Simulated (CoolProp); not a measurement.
Values from CoolProp's reference Helmholtz-energy equation of state, Span 2000.

Q: Give the vapour pressure (bar), vapour density (kg/m³), enthalpy of vaporisation (kJ/kg), liquid viscosity (µPa s) of saturated nitrogen at 88.5, 92.2, 114.6 K.

A: 
```
T (K)  p (bar)  vapour density (kg/m³)  enthalpy of vaporisation (kJ/kg)  liquid viscosity (µPa s)
-----  -------  ----------------------  --------------------------------  ------------------------
88.5      3.16                    13.3                               183                       108
92.2      4.33                    18.0                               177                      95.9
114.6     19.0                    85.0                               118                      48.0
```

Viscosity comes from a separate model (Lemmon 2004).
